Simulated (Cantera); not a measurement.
A closed system holds: 1 mol C₂H₅OH, a varied amount of H₂O, equilibrated at 1523.15 K and 15.0 bar.

These are equilibrium values from Cantera (NASA tables, ideal gas, pure condensed phases), not measurements of a reactor. Candidate condensed phases: C, C₆H₆, C₇H₈, C₈H₁₈, H₂O; 110 gas species. Kinetics and transport are ignored.

Task: At 0.3 mol H₂O, list the 6 most abundant gas species with their mole fractions, and the condensed phases.

Result: H₂ 0.695, CO 0.283, CH₄ 0.0167, H₂O 0.00430, CO₂ 0.000653, C₂H₄ 1.95e-5. Condensed: C(graphite).
